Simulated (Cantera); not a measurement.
Premixed flame

A freely propagating, adiabatic, planar premixed flame of CH4 : C2H6 : C3H8 : O2 : N2 = 1 : 0.45 : 0.59 : 7.5 : 28.2 (molar parts), equivalence ratio 0.87, unburnt at 648 K and 1.78 atm; multicomponent+Soret transport, grid criteria slope 0.08 and curve 0.16, no radiation.

Cantera simulation using GRI-Mech 3.0 (53 species, 325 reactions); the numbers are that mechanism's predictions, not measurements. GRI-Mech 3.0 was tuned for natural gas; its chemistry of propane as a main component is partial and can be far from experiment. Burning velocities carry a grid error of a few per cent, more on coarse grids.

```tsv
z (mm)	T (K)	u (m/s)	x CH4	x C2H6	x C3H8	x H	x N2O	x H2
-0.550	648	1.35	0.0265	0.0119	0.0156	<1e-8	<1e-8	0.000539
-0.367	650	1.35	0.0264	0.0119	0.0156	<1e-8	<1e-8	0.00158
-0.275	656	1.37	0.0261	0.0119	0.0156	<1e-8	<1e-8	0.00275
-0.183	694	1.45	0.0251	0.0117	0.0156	1.22e-7	<1e-8	0.00510
-0.0917	983	2.09	0.0198	0.00922	0.0123	3.54e-5	1.58e-8	0.0102
-0.0459	1353	2.94	0.0132	0.00443	0.00467	0.000434	4.71e-8	0.0139
0	1734	3.82	0.00425	0.000324	0.000155	0.00263	1.13e-7	0.0146
0.0459	1901	4.20	0.000426	1.30e-6	1.38e-7	0.00512	2.06e-7	0.0108
0.0917	1959	4.31	2.16e-5	<1e-8	<1e-8	0.00609	2.73e-7	0.00865
0.183	2030	4.43	6.55e-8	<1e-8	<1e-8	0.00587	3.12e-7	0.00789
0.367	2118	4.60	<1e-8	<1e-8	<1e-8	0.00427	3.34e-7	0.00693
0.734	2208	4.77	<1e-8	<1e-8	<1e-8	0.00240	3.73e-7	0.00517
1.47	2282	4.90	<1e-8	<1e-8	<1e-8	0.00119	4.07e-7	0.00349
```
x: mole fraction of selected species; z is measured from the peak of heat release.

```yaml
laminar_burning_velocity: 135 cm/s
thermal_thickness: 0.183 mm
peak x(H): 0.00619
peak x(H2): 0.0151
grid_points: 139
```
